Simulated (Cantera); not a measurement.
An isothermal, constant-pressure homogeneous reactor starts with CO : O2 : H2O : N2 = 0.025 : 0.015 : 0.0081 : 1 (molar parts), at 1023 K and 10.0 bar.

Model: GRI-Mech 3.0 (53 species, 325 reactions), integrated in Cantera.

Predict: x(CO) at 4.00 s; x(O2) at 4.00 s; x(H2O) at 4.00 s; x(CO2) at 4.00 s; x(OH) at 4.00 s.


| Quantity | Result |
|---|---|
| x(CO) at 4.00 s | 0.00181 (gas-phase equilibrium 2.05e-11) |
| x(O2) at 4.00 s | 0.00332 (gas-phase equilibrium 0.00241) |
| x(H2O) at 4.00 s | 0.00781 (gas-phase equilibrium 0.00782) |
| x(CO2) at 4.00 s | 0.0223 (gas-phase equilibrium 0.0241) |
| x(OH) at 4.00 s | 1.19e-8 (gas-phase equilibrium 9.21e-9) |
